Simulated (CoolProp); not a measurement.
A closed Brayton cycle with carbon dioxide: compressor inlet 316.15 K and 8.8 MPa, high pressure 20.9 MPa, turbine inlet 620 K, compressor efficiency 0.8, turbine efficiency 0.85, recuperator effectiveness 0.9 (on enthalpy, no pinch check). Each further row changes one setting.

Values from CoolProp's reference Helmholtz-energy equation of state, Span 1996.

```json
[
 {"case": "as stated", "thermal efficiency (%)": "[?]", "net work (kJ/kg)": "42.2", "compressor to turbine work": "0.45", "compressor exit (K)": "372.9", "turbine exit (K)": "534.9"},
 {"case": "turbine inlet 570 K", "thermal efficiency (%)": "19.3", "net work (kJ/kg)": "33.7", "compressor to turbine work": "[?]", "compressor exit (K)": "372.9", "turbine exit (K)": "487.8"},
 {"case": "compressor inlet 326.15 K", "thermal efficiency (%)": "19.4", "net work (kJ/kg)": "32.3", "compressor to turbine work": "[?]", "compressor exit (K)": "[?]", "turbine exit (K)": "534.9"},
 {"case": "high pressure 17.8 MPa", "thermal efficiency (%)": "21.6", "net work (kJ/kg)": "36.9", "compressor to turbine work": "0.42", "compressor exit (K)": "[?]", "turbine exit (K)": "550.5"},
 {"case": "recuperator effectiveness 0.5", "thermal efficiency (%)": "15.8", "net work (kJ/kg)": "42.2", "compressor to turbine work": "0.45", "compressor exit (K)": "372.9", "turbine exit (K)": "534.9"}
]
```

Question: What belongs in the gaps?

Answer: 
- as stated, thermal efficiency (%): 22.3
- turbine inlet 570 K, compressor to turbine work: 0.51
- compressor inlet 326.15 K, compressor to turbine work: 0.58
- compressor inlet 326.15 K, compressor exit (K): 397.2
- high pressure 17.8 MPa, compressor exit (K): 362.1
